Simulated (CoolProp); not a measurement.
Carbon dioxide at 293.15 K and 4.67 MPa flows at 9.4 m/s in a round tube of 10 mm bore and 1.5 µm roughness, fully developed (64/Re and Nu = 3.66 if laminar; Colebrook and Gnielinski if turbulent). Each further row changes one setting.

Computed with CoolProp (reference Helmholtz-energy equation of state, Span 1996).

```tsv
case	Reynolds number	Darcy friction factor	pressure drop (Pa/m)	heat-transfer coefficient (W/(m² K))	mass flow (kg/h)
as stated	[?]	0.0145	7940	[?]	330
velocity 18.8 m/s	1450000	[?]	30300	6900	661
diameter 20 mm	1450000	[?]	3470	3180	1320
```

Question: What belongs in the gaps?

Answer: 
- as stated, Reynolds number: 724000
- as stated, heat-transfer coefficient (W/(m² K)): 3610
- velocity 18.8 m/s, Darcy friction factor: 0.0138
- diameter 20 mm, Darcy friction factor: 0.0126

Viscosity comes from a separate model (Laesecke 2017). Thermal conductivity comes from a separate model (Huber 2016).
